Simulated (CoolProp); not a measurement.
Ethanol at several states: Z from the reference equation and from simpler models built on Tc = 514.7 K, pc = 6268 kPa, ω = 0.644; each cubic takes its own stable root.

Values from CoolProp's reference Helmholtz-energy equation of state, Schroeder 2014.

```tsv
T (K)	p (kPa)	phase	reference
249.2	257	liquid	0.006911
490.4	732	gas	0.9542
174	1680	liquid	0.05981
297.4	9510	liquid	0.2232
```

Problem. How far does each simpler model (van der Waals, Redlich-Kwong, Soave-Redlich-Kwong, Peng-Robinson) lie from the reference over these 4 states: mean and median of the absolute difference, and the worst?

Solution. 
- van der Waals: mean 63.8 %, median 84.0 %, worst +86.4 % at 174 K and 1680 kPa
- Redlich-Kwong: mean 18.9 %, median 24.9 %, worst +25.5 % at 297.4 K and 9510 kPa
- Soave-Redlich-Kwong: mean 14.5 %, median 18.0 %, worst +21.6 % at 174 K and 1680 kPa
- Peng-Robinson: mean 5.0 %, median 5.1 %, worst +8.8 % at 174 K and 1680 kPa
